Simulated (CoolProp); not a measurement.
Cyclopentane along the isotherm 276.85 °C: fugacity coefficient from the reference equation and from simpler models built on Tc = 238.6 °C, pc = 45.83 bar, ω = 0.202; each cubic takes its own stable root.

Computed with CoolProp (reference Helmholtz-energy equation of state, Gedanitz 2015).

```csv
p (bar),phase,reference
1.53,gas,0.9907
3.06,gas,0.9815
4.58,gas,0.9723
6.11,gas,0.9631
7.64,gas,0.9540
9.17,gas,0.9449
10.7,gas,0.9359
12.2,gas,0.9271
13.7,gas,0.9183
15.3,gas,0.9090
16.8,gas,0.9003
18.3,gas,0.8916
19.9,gas,0.8824
21.4,gas,0.8738
22.9,gas,0.8652
```

Task: How far does each simpler model (Redlich-Kwong, Soave-Redlich-Kwong) lie from the reference over these 15 states: mean and median of the absolute difference, and the worst?

Result: 
- Redlich-Kwong: mean 0.1 %, median 0.1 %, worst +0.1 % at 276.85 °C and 22.9 bar
- Soave-Redlich-Kwong: mean 0.3 %, median 0.3 %, worst +0.5 % at 276.85 °C and 22.9 bar
